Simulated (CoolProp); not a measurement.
n-octane along the isobar 112 bar: fugacity coefficient from the reference equation and from simpler models built on Tc = 295.6 °C, pc = 24.84 bar, ω = 0.398; each cubic takes its own stable root.

Values from CoolProp's reference Helmholtz-energy equation of state, Beckmüller 2019.

```tsv
T (°C)	phase	reference	van der Waals	Redlich-Kwong	Soave-Redlich-Kwong	Peng-Robinson
113.05	liquid	0.01128	0.09385	0.02935	0.01242	?
142.25	liquid	0.02382	0.1237	0.05047	0.02639	0.02423
171.45	liquid	?	0.1568	0.07887	0.04924	0.04496
200.65	liquid	0.07378	0.1926	0.1143	?	0.07534
229.95	liquid	0.1135	0.2306	0.1562	0.1279	0.1163
259.15	liquid	0.1626	0.2699	?	0.1838	0.1671
288.35	liquid	0.2199	0.3101	0.2535	0.2491	?
317.65	supercritical	0.2836	0.3508	0.3065	0.3214	0.2927
346.85	supercritical	0.3507	0.3912	0.3600	0.3970	0.3621
```

Question: What belongs in the gaps?

Answer: 
- 113.05, Peng-Robinson: 0.01150
- 171.45, reference: 0.04416
- 200.65, Soave-Redlich-Kwong: 0.08275
- 259.15, Redlich-Kwong: 0.2030
- 288.35, Peng-Robinson: 0.2266
